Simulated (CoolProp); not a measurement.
Computed with CoolProp (reference Helmholtz-energy equation of state, Akasaka 2023).

Problem. For R1336mzz(E), give the phase and the cp (kJ/(kg K)), speed of sound (m/s) at 410 K and 0.18 bar; 410 K and 9.7 bar; 410 K and 36.6 bar.

Solution. 
- 410 K and 0.18 bar: gas; cp 0.909, speed of sound 148
- 410 K and 9.7 bar: gas; cp 0.978, speed of sound 132
- 410 K and 36.6 bar: supercritical; cp 2.26, speed of sound 117
